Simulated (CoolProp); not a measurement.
Saturated liquid density (kg/m³) of octamethyltrisiloxane (MDM): the reference equation beside estimates from Tc = 565.4 K, pc = 14.38 bar, ω = 0.528. Rackett uses Z = 0.29056 − 0.08775 ω.

Model: reference Helmholtz-energy equation of state, Thol 2017, in CoolProp.

```csv
T (K),reference,Rackett,Redlich-Kwong,Soave-Redlich-Kwong
363.4,747.4,846.8,633.0,679.9
368.4,742.0,840.5,628.0,675.4
373.4,736.5,834.1,622.8,670.9
378.3,731.0,[?],617.7,666.3
383.3,725.4,821.2,612.3,661.5
388.3,719.7,814.6,606.9,656.5
393.3,714.0,807.9,601.3,651.5
398.3,708.2,801.1,595.7,646.2
403.3,702.3,794.3,589.9,640.9
408.2,696.5,[?],584.2,[?]
413.2,690.5,780.4,578.2,629.8
418.2,684.4,773.3,572.1,624.0
423.2,678.2,766.0,565.9,618.0
428.2,671.9,758.6,559.5,611.8
433.2,665.5,751.1,553.0,605.4
```

Question: What belongs in the gaps?

Answer: 
- 378.3, Rackett: 827.8
- 408.2, Rackett: 787.5
- 408.2, Soave-Redlich-Kwong: 635.5

Absolute difference from the reference over all 15 rows, mean and median: Rackett 13.1 and 13.1 %, Redlich-Kwong 16.0 and 15.9 %, Soave-Redlich-Kwong 8.9 and 8.8 %.
